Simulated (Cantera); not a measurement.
Feed: 1 mol HMDSO, 4.9 mol O₂, 68 mol H₂, 0.11 mol N₂O, equilibrated at 775 K and 11.0 Pa.

Equilibrium computed with Cantera from the NASA thermochemical tables; the gas is ideal and each condensed phase is pure. The feed counts by its element totals alone. The numbers say what is thermodynamically allowed, not how fast it happens.

| species | before | after |
|---|---|---|
| H₂ | 0.919 | 0.821 |
| H₂O | 0.00794 | 0.0935 |
| CH₄ | 7.54e-6 | 0.0824 |
| CO | 0.0692 | 0.000104 |
| CO₂ | 0.00302 | 0.00162 |
| N₂ | 0.00132 | 0.00154 |
| SiO₂(α-quartz), mol | 2.00 | 2.00 |
Gas species are given as mole fractions.

### Question
Name the change that produced these shifts.
A) temperature from 775 K to 1423.15 K
B) N₂O from 0.11 to 11 mol
C) H₂ from 68 to 9 mol
D) temperature from 775 K to 500 K

### Answer
D, temperature from 775 K to 500 K
